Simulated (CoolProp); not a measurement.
Vapour-liquid equilibrium of benzene (1) + toluene (2) at 1.64 MPa; x and y are mole fractions of (1).

Model: multi-fluid Helmholtz-energy mixture model, Thol 2012 and Lemmon 2006; pair parameters Bell 2016, in CoolProp.

```tsv
x	bubble temperature, mixture model (°C)	bubble temperature, Raoult's law (°C)	y, mixture model	y, Raoult's law
0.05	246.4	246.0	0.071	0.086
0.2	239.5	238.6	0.270	0.312
0.35	233.0	231.8	0.448	0.496
0.5	226.8	225.6	0.604	0.648
0.65	220.9	219.9	0.742	0.775
0.8	215.3	214.7	0.862	0.882
0.95	210.0	209.9	0.968	0.973
```

The largest gap from Raoult's law is +1.2 K in bubble temperature, at x = 0.35. No azeotrope shows between x = 0.05 and 0.95.

The pair parameters rest on a limited set of measurements; away from them the model extrapolates.
